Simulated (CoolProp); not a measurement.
Vapour-liquid equilibrium of R134a (1) + R123 (2) at 1.14 bar; x and y are mole fractions of (1).

Computed with CoolProp (multi-fluid Helmholtz-energy mixture model, Tillner-Roth 1994 and Younglove 1994; pair parameters Bell 2016).

| x | bubble temperature, mixture model (°C) | bubble temperature, Raoult's law (°C) | y, mixture model | y, Raoult's law |
|---|---|---|---|---|
| 0.05 | 21.7 | 23.5 | 0.317 | 0.279 |
| 0.125 | 11.1 | 14.7 | 0.581 | 0.530 |
| 0.2 | 3.4 | 7.8 | 0.719 | 0.676 |
| 0.275 | -2.2 | 2.4 | 0.799 | 0.769 |
| 0.35 | -6.4 | -2.1 | 0.849 | 0.831 |
| 0.425 | -9.7 | -5.9 | 0.883 | 0.875 |
| 0.5 | -12.4 | -9.2 | 0.908 | 0.908 |
| 0.575 | -14.6 | -12.1 | 0.927 | 0.932 |
| 0.65 | -16.4 | -14.6 | 0.942 | 0.951 |
| 0.725 | -18.1 | -16.8 | 0.955 | 0.966 |
| 0.8 | -19.6 | -18.9 | 0.967 | 0.978 |
| 0.875 | -21.1 | -20.7 | 0.979 | 0.987 |
| 0.95 | -22.5 | -22.4 | 0.991 | 0.995 |

The largest gap from Raoult's law is -4.6 K in bubble temperature, at x = 0.275. No azeotrope shows between x = 0.05 and 0.95.

Pair parameters are fitted to limited data, so mixtures are less certain than the pure fluids.
